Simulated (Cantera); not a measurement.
A freely propagating, adiabatic, planar premixed flame of 9.95 % CH4, 0.566 % C2H6, 18.8 % O2, 70.7 % N2, equivalence ratio 1.2, unburnt at 600 K and 101000 Pa; mixture-averaged transport, grid criteria slope 0.08 and curve 0.16, no radiation.

Detailed kinetics in Cantera: GRI-Mech 3.0 (53 species, 325 reactions). Burning velocities carry a grid error of a few per cent, more on coarse grids.

x: mole fraction of selected species; z is measured from the peak of heat release.

```
z (mm)   T (K)  u (m/s)       x CH4      x C2H6        x O2         x O      x CO     x CH2CO
-------  -----  -------  ----------  ----------  ----------  ----------  --------  ----------
-0.968     600     1.27      0.0993     0.00566       0.188       <1e-8   2.70e-6       <1e-8
-0.645     602     1.27      0.0989     0.00564       0.187       <1e-8   3.91e-5     2.15e-8
-0.484     610     1.30      0.0980     0.00562       0.186       <1e-8  0.000230     2.03e-7
-0.323     674     1.45      0.0932     0.00551       0.181     1.30e-7   0.00203     3.75e-6
-0.161    1085     2.37      0.0663     0.00456       0.145     1.51e-5    0.0180     8.65e-5
-0.0807   1501     3.33      0.0365     0.00220       0.102    0.000141    0.0396    0.000251
0         1877     4.21     0.00939    0.000159      0.0532    0.000753    0.0618    0.000221
0.0807    2042     4.59  (withheld)  (withheld)  (withheld)  (withheld)    0.0656  (withheld)
0.161     2085     4.67     4.77e-5       <1e-8      0.0136     0.00280    0.0591     2.56e-6
0.323     2119     4.72     1.25e-7       <1e-8     0.00860     0.00286    0.0506       <1e-8
0.645     2160     4.80       <1e-8       <1e-8     0.00679     0.00238    0.0468       <1e-8
1.29      2213     4.90       <1e-8       <1e-8  (withheld)  (withheld)    0.0454       <1e-8
2.58      2269     5.00       <1e-8       <1e-8     0.00353     0.00108    0.0442       <1e-8
```

Task: Fill in the missing entries.

Result: 
- 0.0807, x CH4: 0.000909
- 0.0807, x C2H6: 1.09e-6
- 0.0807, x O2: 0.0243
- 0.0807, x O: 0.00199
- 0.0807, x CH2CO: 4.04e-5
- 1.29, x O2: 0.00520
- 1.29, x O: 0.00172
